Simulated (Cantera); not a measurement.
Input (Python, Cantera) and output of one run.

```python
import numpy as np
import cantera as ct

gas_names = """
    CL CL2 H HCL H2 N NH NH2 NH3 N2 N2H2 N2H4 Si SiCL SiCL2 SiCL3 SiCL4 SiH SiHCL3 SiH2 SiH2CL2 SiH3
    SiH3CL SiH4 SiN Si2 Si2N Si3
""".split()
cond_names = """
    NH4CL(a) NH4CL(b) Si(cr) Si(L) Si3N4(a)
""".split()


# ... load() reads the species with a 1 bar reference pressure and builds the phases ...
atoms = {
    'SiCl4': {'Si': 1, 'CL': 4},
    'NH3': {'N': 1, 'H': 3},
    'N2': {'N': 2},
}
top_T = {'Si3N4(a)': 2400}  # K; cautious upper limits of use, not melting points


# ... equilibrate(T, P, feed) seeds the gas with the atoms and calls Mixture.equilibrate('TP', solver="vcs", rtol=1e-11, max_steps=5000) ...
results = []
feed = {'SiCl4': 1, 'NH3': 19, 'N2': 10}  # mol
P = 110  # Pa
for T in [998, 1073, 1148, 1223, 1298, 1373, 1448, 1523, 1598]:
    mix = equilibrate(T, P, feed)
    results.append((T, P, feed, dict(zip(mix.species_names, mix.species_moles))))
    x = sorted(zip(gas.X, gas.species_names), reverse=True)
    print(f"T = {T:g} K  P = {P:g} Pa  gas = {mix.phase_moles(0):.4g} mol")
    print("   x: " + "  ".join(f"{s} {v:.3e}" for v, s in x if v > 0.001))
    print("   condensed (mol): " + ("  ".join(f"{mix.phase(i).name} {mix.phase_moles(i):.4g}"
          for i in range(1, mix.n_phases) if mix.phase_moles(i) > 1e-12) or "none"))
```

It prints:

```
T = 998 K  P = 110 Pa  gas = 49.33 mol
   x: H2 5.372e-01  N2 3.818e-01  HCL 8.104e-02
   condensed (mol): Si3N4(a) 0.3332
T = 1073 K  P = 110 Pa  gas = 49.33 mol
   x: H2 5.372e-01  N2 3.818e-01  HCL 8.105e-02
   condensed (mol): Si3N4(a) 0.3332
T = 1148 K  P = 110 Pa  gas = 49.33 mol
   x: H2 5.372e-01  N2 3.818e-01  HCL 8.102e-02
   condensed (mol): Si3N4(a) 0.333
T = 1223 K  P = 110 Pa  gas = 49.34 mol
   x: H2 5.372e-01  N2 3.818e-01  HCL 8.088e-02
   condensed (mol): Si3N4(a) 0.3318
T = 1298 K  P = 110 Pa  gas = 49.35 mol
   x: H2 5.374e-01  N2 3.819e-01  HCL 8.031e-02
   condensed (mol): Si3N4(a) 0.3273
T = 1373 K  P = 110 Pa  gas = 49.38 mol
   x: H2 5.379e-01  N2 3.823e-01  HCL 7.843e-02  SiCL2 1.238e-03
   condensed (mol): Si3N4(a) 0.3124
T = 1448 K  P = 110 Pa  gas = 49.46 mol
   x: H2 5.394e-01  N2 3.832e-01  HCL 7.361e-02  SiCL2 3.553e-03
   condensed (mol): Si3N4(a) 0.274
T = 1523 K  P = 110 Pa  gas = 49.61 mol
   x: H2 5.419e-01  N2 3.849e-01  HCL 6.466e-02  SiCL2 7.881e-03
   condensed (mol): Si3N4(a) 0.2019
T = 1598 K  P = 110 Pa  gas = 49.83 mol
   x: H2 5.450e-01  N2 3.872e-01  HCL 5.280e-02  SiCL2 1.360e-02  H 1.185e-03
   condensed (mol): Si3N4(a) 0.1046
```

Equilibrium computed with Cantera from the NASA thermochemical tables; the gas is ideal and each condensed phase is pure. The tables' values for SiCl, SiCl3 are old estimates; treat these amounts as uncertain.
